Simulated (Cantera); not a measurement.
What does this Cantera script print?

```python
import numpy as np
import cantera as ct

gas_names = """
    O2 S2
""".split()
cond_names = """
    Na(L) Na2O(L) Na2S(L) Na2SO4(L)
""".split()


# ... load() reads the species with a 1 bar reference pressure and builds the phases ...
species = {s.name: s for s in load("nasa_gas.yaml", gas_names) + load("nasa_condensed.yaml", cond_names)}
T = 1675
g = {n: (s.thermo.h(T) - T * s.thermo.s(T)) / (ct.gas_constant * T * np.log(10)) for n, s in species.items()}
valid = cond_names  # the entries whose range holds T


def stable(la, lb):
    # potentials (over RT ln 10) of the two non-metals from log10 p(O2) and log10 p(S2) in bar
    mu = {}
    mu["O"] = (g["O2"] + la) / 2
    mu["S"] = (g["S2"] + lb) / 2
    cost = {}
    for n in valid:
        c = species[n].composition
        cost[n] = (g[n] - sum(c.get(e, 0) * m for e, m in mu.items())) / c["Na"]
    return min(cost, key=cost.get)


results = []
for lb in [0, -0.9, -1.8, -2.7, -3.6, -4.4, -5.3, -6.2, -7.1, -8]:
    row = [stable(la, lb) for la in [-21, -20, -18.9, -17.8, -16.8, -15.8, -14.7, -13.6, -12.6, -11.5, -10.5, -9.4, -8.4, -7.4, -6.3, -5.2, -4.2, -3.1, -2.1, -1.1, 0]]
    results.append(row)
    print(f"{lb:6.1f}  " + " ".join(f"{valid.index(n):x}" for n in row))
print("key: " + ", ".join(f"{i:x} {n}" for i, n in enumerate(valid)))
```

It prints:

```
   0.0  2 2 2 2 2 2 2 2 2 2 2 2 2 2 3 3 3 3 3 3 3
  -0.9  2 2 2 2 2 2 2 2 2 2 2 2 2 2 3 3 3 3 3 3 3
  -1.8  2 2 2 2 2 2 2 2 2 2 2 2 2 2 3 3 3 3 3 3 3
  -2.7  2 2 2 2 2 2 2 2 2 2 2 2 2 2 3 3 3 3 3 3 3
  -3.6  2 2 2 2 2 2 2 2 2 2 2 2 2 2 3 3 3 3 3 3 3
  -4.4  2 2 2 2 2 2 2 2 2 2 2 2 2 2 3 3 3 3 3 3 3
  -5.3  2 2 2 2 2 2 2 2 2 2 2 2 2 2 3 3 3 3 3 3 3
  -6.2  2 2 2 2 2 2 2 2 2 2 2 2 2 2 3 3 3 3 3 3 3
  -7.1  2 2 2 2 2 2 2 2 2 2 2 2 2 2 3 3 3 3 3 3 3
  -8.0  2 2 2 2 2 2 2 2 2 2 2 2 2 2 3 3 3 3 3 3 3
key: 0 Na(L), 1 Na2O(L), 2 Na2S(L), 3 Na2SO4(L)
```

Source: NASA polynomial tables (part measured, part estimated), evaluated in Cantera. Not in the tables: pyrosulfates. Part of the grid cannot be reached: there another gas would pass 10 bar, or a non-metal would condense.
